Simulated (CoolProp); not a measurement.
A single-stage vapour-compression cycle with hydrogen chloride: evaporating at 198.15 K (dew point), condensing at 231.15 K (bubble point), superheat 8 K, subcooling 8 K, compressor efficiency 0.65, no pressure losses. Each further row changes one setting.

Computed with CoolProp (reference Helmholtz-energy equation of state, Thol 2018).

```
case                              cooling COP  pressure ratio  discharge temperature (K)  refrigerating effect (kJ/kg)  volumetric capacity (kJ/m³)
--------------------------------  -----------  --------------  -------------------------  ----------------------------  ---------------------------
as stated                                3.28            4.12                      357.8                           398                         1520
evaporating temperature 203.15 K         4.08            3.22                      333.5                           400                         1920
condensing temperature 226.15 K          3.97            3.42                      333.9                           406                         1550
subcooling 13 K                          3.35            4.12                      357.8                           406                         1550
superheat 18 K                           3.18            4.12                      376.3                           406                         1470
compressor efficiency 0.55               2.77            4.12                      384.3                           398                         1520
```
